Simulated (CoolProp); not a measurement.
Saturation properties of isopentane (Tc = 460.3 K, pc = 3378 kPa, ω = 0.227).

Computed with CoolProp (reference Helmholtz-energy equation of state, Lemmon 2006). It is a short technical equation, of lower accuracy than the large ones.

| T (K) | p (kPa) | vapour density (kg/m³) | liquid cp (kJ/(kg K)) | vapour viscosity (µPa s) |
|---|---|---|---|---|
| 255.2 | 14.90 | 0.5125 | 2.066 | 5.94 |
| 265.7 | 24.76 | 0.8221 | 2.114 | 6.19 |
| 276.2 | [?] | [?] | 2.164 | 6.45 |
| 286.7 | 60.12 | 1.877 | 2.215 | [?] |
| 297.2 | 88.75 | 2.700 | 2.269 | 6.97 |
| 307.7 | 127.1 | 3.780 | 2.325 | 7.23 |
| 318.3 | 177.7 | 5.184 | 2.384 | 7.50 |
| 328.8 | 241.9 | 6.946 | 2.445 | [?] |
| 339.3 | 322.3 | 9.146 | 2.509 | 8.05 |
| 349.8 | 421.5 | 11.87 | 2.577 | 8.34 |
| 360.3 | 541.9 | 15.20 | [?] | 8.66 |
| 370.8 | 686.3 | 19.28 | [?] | 8.99 |
| 381.4 | 859.1 | 24.31 | 2.819 | [?] |

Some entries are withheld; supply them.


- 276.2, p (kPa): 39.35
- 276.2, vapour density (kg/m³): 1.265
- 286.7, vapour viscosity (µPa s): 6.71
- 328.8, vapour viscosity (µPa s): 7.77
- 360.3, liquid cp (kJ/(kg K)): 2.650
- 370.8, liquid cp (kJ/(kg K)): 2.730
- 381.4, vapour viscosity (µPa s): 9.37

It boils at 301.0 K under 1 atm.

Viscosity comes from a separate model (Chung 1988), a generic estimate that can be far off for the liquid and wasn't checked against measurements.
